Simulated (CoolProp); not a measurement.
Cyclopentane at 298.15 K and 0.774 MPa is throttled through a valve to 0.475 MPa with no heat exchange. Each further row changes one setting.

Values from CoolProp's reference Helmholtz-energy equation of state, Gedanitz 2015.

| case | temperature change (K) | final density (kg/m³) |
|---|---|---|
| as stated | +0.1 | 741 |
| outlet pressure 0.142 MPa | +0.3 | 740 |
| outlet pressure 0.617 MPa | +0.1 | 741 |
